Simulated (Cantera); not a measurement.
Input: 1 mol TiO2, 2.7 mol CO, 1.6 mol CH4, held at 1173.15 K and 13.3 mbar.

Equilibrium computed with Cantera from the NASA thermochemical tables; the gas is ideal and each condensed phase is pure. Candidate condensed phases: C, C6H6, C7H8, C8H18, H2O, Ti, TiC, TiO, TiO2, Ti2O3, Ti3O5, Ti4O7; 113 gas species. Condensed phases not in the tables: Magnéli phases beyond Ti4O7. The numbers say what is thermodynamically allowed, not how fast it happens.

Q: What is the equilibrium state?

A: 
```json
{
  "x(H2)": "0.520",
  "x(CO)": "0.480",
  "x(H2O)": "0.000118",
  "x(CO2)": "8.53e-5",
  "x(CH4)": "7.01e-5",
  "n(C(graphite))": "1.35 mol",
  "n(Ti4O7(s))": "0.250 mol",
  "gas_amount": "6.148 mol",
  "log10 activity of Ti3O5(s) (absent)": "-0.07",
  "log10 activity of Ti2O3(s) (absent)": "-0.36",
  "log10 activity of Ti(β) (absent)": "-9.15"
}
```
